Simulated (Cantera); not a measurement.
**Sublimation and decomposition of ceramics: Si₃N₄ + N₂**

Feed: 1 mol Si₃N₄, a varied amount of N₂, at 190 Pa.

Cantera equilibrium calculation (NASA polynomials, part measured and part estimated; ideal gas, pure solids and liquids). Candidate condensed phases: Si, Si₃N₄; 7 gas species. Kinetics and transport are ignored.

Stable condensed phases:

```
T in K \ n(N₂) in mol
         0.69  1.4    2  2.7  3.4  4.1  4.7  5.4  6.1  6.7  7.4  8.1  8.8
   2275     A    A    A    B    B    B    B    B    B    B    B    B    B
   2250     A    A    A    A    A    A    B    B    B    B    B    B    B
   2225     A    A    A    A    A    A    A    A    A    B    B    B    B
   2200     A    A    A    A    A    A    A    A    A    A    A    A    A
   2175     A    A    A    A    A    A    A    A    A    A    A    A    A
   2150     A    A    A    A    A    A    A    A    A    A    A    A    A
   2125     A    A    A    A    A    A    A    A    A    A    A    A    A
   2100     A    A    A    A    A    A    A    A    A    A    A    A    A
   2075     A    A    A    A    A    A    A    A    A    A    A    A    A
   2050     A    A    A    A    A    A    A    A    A    A    A    A    A
```

A: Si; B: gas only.
